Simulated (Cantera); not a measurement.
Input (Python, Cantera) and output of one run.

```python
import numpy as np
import cantera as ct

gas_names = """
    Electron N N+ N- NO NO+ NO2 NO2- NO3 NO3- N2 N2+ N2- N2O N2O+ O O+ O- O2 O2+ O2- O3 S S+ S- SN SO
    SO2 SO3 S2 S2O S8
""".split()
cond_names = """
    S(cr1) S(cr2) S(L)
""".split()


# ... load() reads the species with a 1 bar reference pressure and builds the phases ...
atoms = {
    'N2O': {'N': 2, 'O': 1},
    'O2': {'O': 2},
    'SO2': {'S': 1, 'O': 2},
}
top_T = {}  # K; cautious upper limits of use, not melting points


# ... equilibrate(T, P, feed) seeds the gas with the atoms and calls Mixture.equilibrate('TP', solver="vcs", rtol=1e-11, max_steps=5000) ...
results = []
feed = {'N2O': 1, 'O2': 2.8, 'SO2': 0.63}  # mol
P = 101325  # Pa
for T in [2000, 2250, 2500, 2750, 3000, 3250, 3500, 3750, 4000, 4250, 4500, 4750, 5000]:
    mix = equilibrate(T, P, feed)
    results.append((T, P, feed, dict(zip(mix.species_names, mix.species_moles))))

top = {s: max(r[3][s] / sum(r[3][g] for g in gas_names) for r in results) for s in gas_names}
cols = sorted((s for s in top if top[s] > 0.001), key=lambda s: -top[s])[:9]
seen = [c for c in cond_names if any(r[3].get(c, 0) > 1e-12 for r in results)]
print("log10 of partial pressures in bar; condensed amounts in mol")
print(f"{'T/K':>10s}" + "".join(f"{s[:9]:>10s}" for s in cols + seen))
for T, P, feed, n in results:
    ng = sum(n[g] for g in gas_names)
    print(f"{T:10.4g}" + "".join(f"{np.log10(max(n[s] / ng * P / 1e5, 1e-99)):10.3f}" for s in cols)
          + "".join(f"{n.get(c, 0):10.4g}" for c in seen))
```

Output:

```
log10 of partial pressures in bar; condensed amounts in mol
       T/K         O        O2        N2       SO2         S        SO        NO         N
      2000    -3.260    -0.171    -0.695    -0.890    -8.850    -4.632    -2.158    -9.392
      2250    -2.520    -0.174    -0.701    -0.890    -7.167    -3.757    -1.898    -8.001
      2500    -1.930    -0.182    -0.712    -0.894    -5.820    -3.058    -1.694    -6.890
      2750    -1.451    -0.197    -0.728    -0.908    -4.717    -2.491    -1.537    -5.983
      3000    -1.061    -0.230    -0.752    -0.944    -3.802    -2.033    -1.422    -5.232
      3250    -0.748    -0.292    -0.789    -1.024    -3.043    -1.678    -1.349    -4.604
      3500    -0.506    -0.397    -0.837    -1.180    -2.427    -1.434    -1.322    -4.073
      3750    -0.330    -0.558    -0.893    -1.446    -1.953    -1.319    -1.341    -3.619
      4000    -0.216    -0.778    -0.943    -1.840    -1.619    -1.339    -1.398    -3.222
      4250    -0.151    -1.043    -0.978    -2.344    -1.409    -1.477    -1.479    -2.867
      4500    -0.117    -1.327    -0.998    -2.911    -1.293    -1.694    -1.570    -2.545
      4750    -0.101    -1.608    -1.010    -3.491    -1.234    -1.948    -1.663    -2.253
      5000    -0.093    -1.876    -1.021    -4.053    -1.205    -2.208    -1.754    -1.990
```

Method: chemical equilibrium by Gibbs-energy minimisation in Cantera with the NASA 1993 tables (ideal gas, pure condensed phases).
